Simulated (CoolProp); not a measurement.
Vapour-liquid equilibrium of n-octane (1) + m-xylene (2) at 518.2 K; x and y are mole fractions of (1).

Computed with CoolProp (multi-fluid Helmholtz-energy mixture model, Beckmüller 2019 and Zhou 2012; pair parameters Bell 2016).

```tsv
x	bubble pressure (kPa)	y at the bubble point	dew pressure at overall composition x (kPa)	liquid density (mol/L)
0.05	928.0	0.063	924.5	5.837
0.15	…	0.182	951.7	5.613
0.25	991.7	0.293	979.6	5.400
0.35	1022	0.398	1008	5.195
0.45	1050	…	1037	5.000
0.55	1078	0.594	1065	4.813
0.65	1105	…	…	4.635
0.75	1131	0.778	1123	4.463
0.85	1155	0.867	1151	4.298
0.95	1180	0.956	…	4.140
```

Complete the blanks.


- 0.15, bubble pressure (kPa): 960.5
- 0.45, y at the bubble point: 0.498
- 0.65, y at the bubble point: 0.687
- 0.65, dew pressure at overall composition x (kPa): 1094
- 0.95, dew pressure at overall composition x (kPa): 1178

No azeotrope shows between x = 0.05 and 0.95.

Pair parameters are fitted to limited data, so mixtures are less certain than the pure fluids.
